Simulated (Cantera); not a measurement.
Feed: 1 mol B₂O₃, 9.9 mol O₂, 2 mol N₂, equilibrated at 1750 °C and 41.0 mbar.

Cantera equilibrium calculation (NASA polynomials, part measured and part estimated; ideal gas, pure solids and liquids). Candidate condensed phases: B, BN, B₂O₃; 17 gas species. Equilibrium is a limit: real reactors are often held back by kinetics, nucleation or transport.

Base state: O₂ 0.752, N₂ 0.151, B₂O₃ 0.0665, BO₂ 0.0209, NO 0.00675, O 0.00342, BO 2.78e-5 (mole fractions); condensed: gas only.

**Question.** What changes in the equilibrium state with this change: B₂O₃ replaced by BCl₃?

**Answer.** 
```csv
species,before,after
O₂,0.752,0.617
Cl,0,0.196
N₂,0.151,0.133
B₂O₃,0.0665,0.0261
BO₂,0.0209,0.0125
BOCl,0,0.00354
Cl₂,0,0.00242
ClO,0,0.000462
```
The tables' values for BOCl are old estimates; treat these amounts as uncertain.
